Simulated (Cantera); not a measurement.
## Equilibrium for silicon carbide growth: SiF4 + C2H2 + H2 + C3H8

Input: 1 mol SiF4, 0.29 mol C2H2, 67 mol H2, 0.02 mol C3H8, equilibrated at 1100 K.

Cantera equilibrium calculation (NASA polynomials, part measured and part estimated; ideal gas, pure solids and liquids). Candidate condensed phases: C, C6H6, C7H8, C8H18, Si, SiC; 113 gas species. The tables' values for SiF3 are old estimates; treat these amounts as uncertain. Rates play no part.

```
P (Pa)  log p H2  log p SiF4  log p CH4  log p HF  n C(graphite)  n SiC(s)
------  --------  ----------  ---------  --------  -------------  --------
100        -3.01       -4.85      -7.46     -6.01          0.625    0.0128
240        -2.63       -4.47      -6.70     -5.72          0.625   0.00925
560        -2.26       -4.10      -5.96     -5.45          0.620   0.00622
1300       -1.89       -3.73      -5.23     -5.17          0.606   0.00349
3200       -1.50       -3.34      -4.45     -4.88          0.563  0.000715
7500       -1.13       -2.97      -3.71     -4.54          0.463         0
18000      -0.75       -2.59      -2.95     -4.16          0.219         0
42000      -0.39       -2.22      -2.40     -3.80              0         0
100000     -0.01       -1.84      -2.02     -3.43              0         0
```
log p: log10 of the partial pressure in bar; n: condensed amount in mol.

From 0.750 Torr to 24.0 Torr the condensed part is C(graphite) + SiC(s). From 56.3 Torr to 135 Torr the condensed part is C(graphite). From 315 Torr to 750 Torr nothing is condensed. The main Si-bearing gas is SiF4 throughout.
